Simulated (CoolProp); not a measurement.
Vapour-liquid equilibrium of propane (1) + R245fa (2) at 0.333 MPa; x and y are mole fractions of (1).

Computed with CoolProp (multi-fluid Helmholtz-energy mixture model, Lemmon 2009 and Akasaka 2015; pair parameters Bell 2016).

```csv
x,bubble temperature (°C),y at the bubble point,dew temperature at overall composition x (°C),liquid density (mol/L)
0.05,29.3,0.479,47.2,9.924
0.15,5.8,0.801,43.6,10.48
0.25,-3.1,0.872,39.8,10.76
0.35,-6.1,0.893,35.5,10.93
0.45,-7.1,0.899,30.8,11.06
0.55,-7.4,0.902,25.4,11.20
0.65,-7.8,0.905,18.9,11.37
0.75,-8.5,0.914,10.9,11.57
0.85,-9.4,0.932,0.0,11.83
0.95,-10.6,0.969,-10.1,12.14
```

No azeotrope shows between x = 0.05 and 0.95.

Pair parameters are fitted to limited data, so mixtures are less certain than the pure fluids. With so large a gap from Raoult's law the liquid may split in two, which this calculation doesn't test in full.
